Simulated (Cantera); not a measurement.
Input: 1 mol PbO, 1.2 mol H₂, 0.9 mol N₂, equilibrated at 1173.15 K and 1.00 Torr.

These are equilibrium values from Cantera (NASA tables, ideal gas, pure condensed phases), not measurements of a reactor. Candidate condensed phases: H₂O, Pb, PbO, PbO₂, Pb₃O₄; 27 gas species. Equilibrium is a limit: real reactors are often held back by kinetics, nucleation or transport.

Base state: H₂O 0.325, Pb 0.317, N₂ 0.293, H₂ 0.0651, PbO 3.86e-5 (mole fractions); condensed: Pb(l).

Problem. What changes in the equilibrium state with this change: PbO replaced by Fe(CO)₅?

Solution. 
```tsv
species	before	after
CO	0	0.704
H₂	0.0651	0.169
N₂	0.293	0.127
H₂O	0.325	5.62e-6
Pb	0.317	0
PbO	3.86e-5	0
CO₂	0	1.84e-5
Pb(l), mol	0.0246	0
Fe(α), mol	0	1.00
```
Further candidate phases: C, C₆H₆, C₇H₈, C₈H₁₈, Fe, Fe(CO)₅, FeO, Fe(OH)₂, Fe(OH)₃, Fe₂O₃, Fe₃O₄.

Problem. What changes in the equilibrium state with this change: 0.15 mol CH₄ added?

Solution. 
```
species      before    after
----------  -------  -------
Pb            0.317    0.282
N₂            0.293    0.254
H₂O           0.325    0.220
H₂           0.0651    0.203
CO                0   0.0228
CO₂               0   0.0195
PbO         3.86e-5  7.45e-6
Pb(l), mol   0.0246        0
```
Further candidate phases: C, C₆H₆, C₇H₈, C₈H₁₈.

Problem. What changes in the equilibrium state with this change: 1.1 mol CO₂ added?

Solution. 
| species | before | after |
|---|---|---|
| H₂O | 0.325 | 0.263 |
| Pb | 0.317 | 0.238 |
| CO₂ | 0 | 0.236 |
| N₂ | 0.293 | 0.214 |
| CO | 0 | 0.0254 |
| H₂ | 0.0651 | 0.0223 |
| PbO | 3.86e-5 | 6.86e-5 |
| Pb(l), mol | 0.0246 | 0 |
Further candidate phases: C, C₆H₆, C₇H₈, C₈H₁₈.
